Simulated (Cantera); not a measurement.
Input: 1 mol SiC, 0.56 mol C, 0.023 mol N₂, equilibrated at 2675 K and 10.0 mbar.

Method: chemical equilibrium by Gibbs-energy minimisation in Cantera with the NASA 1993 tables (ideal gas, pure condensed phases). Candidate condensed phases: C, Si, SiC, Si₃N₄; 20 gas species. The tables' values for SiN are old estimates; treat these amounts as uncertain. Equilibrium is a limit: real reactors are often held back by kinetics, nucleation or transport.

Base state: Si 0.567, SiC₂ 0.235, Si₂C 0.123, N₂ 0.0643, Si₂ 0.00676, SiN 0.00113, CN 0.00102, C₃ 0.000630 (mole fractions); condensed: C(graphite) + SiC(s).

### Question
What changes in the equilibrium state with this change: temperature from 2675 K to 2100 K?

### Answer
```tsv
species	before	after
N₂	0.0643	0.999
Si	0.567	0.00104
SiC₂	0.235	6.70e-5
Si₂C	0.123	4.26e-5
C₂	6.00e-5	2.48e-9
Si₃	0.000386	1.68e-8
C₃	0.000630	2.89e-8
C(graphite), mol	0.724	0.560
SiC(s), mol	0.626	1.000
```
